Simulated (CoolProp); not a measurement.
The numbers come from the reference Helmholtz-energy equation of state, Platzer 1990 in CoolProp. This equation is an older, rougher fit; its heat capacities, sound speeds and derivatives of the liquid may be far off and weren't checked against measurements.

Question: Give the vapour pressure (bar), enthalpy of vaporisation (kJ/kg), liquid viscosity (µPa s), vapour viscosity (µPa s) of saturated CF4 (R14) at 138.2, 146.9, 152.6 K.

Answer: 
| T (K) | p (bar) | enthalpy of vaporisation (kJ/kg) | liquid viscosity (µPa s) | vapour viscosity (µPa s) |
|---|---|---|---|---|
| 138.2 | 0.606 | 138 | 267 | 8.26 |
| 146.9 | 1.15 | 133 | 226 | 8.85 |
| 152.6 | 1.67 | 130 | 204 | 9.26 |

Viscosity comes from a separate model (Huber 2003), an estimate that may be off by 10 % or more.
